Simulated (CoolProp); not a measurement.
Neopentane along the isobar 4.21 bar: fugacity coefficient from the reference equation and from simpler models built on Tc = 160.6 °C, pc = 31.96 bar, ω = 0.196; each cubic takes its own stable root.

The numbers come from the reference Helmholtz-energy equation of state, Lemmon 2006 in CoolProp. It is a short technical equation, of lower accuracy than the large ones.

| T (°C) | phase | reference | Soave-Redlich-Kwong | Peng-Robinson |
|---|---|---|---|---|
| 119.25 | gas | 0.9394 | 0.9390 | 0.9338 |
| 141.75 | gas | 0.9493 | 0.9487 | 0.9437 |
| 164.35 | gas | 0.9572 | 0.9567 | 0.9519 |
| 186.85 | gas | 0.9636 | 0.9633 | 0.9588 |
| 209.35 | gas | 0.9688 | 0.9688 | 0.9645 |
| 231.85 | gas | 0.9732 | 0.9735 | 0.9693 |
| 254.35 | gas | 0.9768 | 0.9774 | 0.9734 |
| 276.85 | gas | 0.9799 | 0.9807 | 0.9769 |
